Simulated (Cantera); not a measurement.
Charge: 1 mol B₂O₃, 0.39 mol O₂, 5.3 mol N₂, equilibrated at 1702 °C and 0.728 Torr.

Cantera equilibrium calculation (NASA polynomials, part measured and part estimated; ideal gas, pure solids and liquids). Rates play no part.

```csv
species,before,after
N₂,0.783,0.931
O₂,0.0466,0.0685
NO,0.00335,2.71e-6
B₂O₃,0.132,<1e-9
BO₂,0.0308,<1e-9
O,0.00382,<1e-9
BO,0.000718,<1e-9
"B₂O₃(l), mol",0,1.00
```
Gas species are given as mole fractions.

### Question
Which change was made?
A. O₂ from 0.39 to 0.056 mol
B. pressure from 0.728 Torr to 5.18 Torr
C. temperature from 1702 °C to 1952 °C
D. temperature from 1702 °C to 575 °C

### Answer
D, temperature from 1702 °C to 575 °C
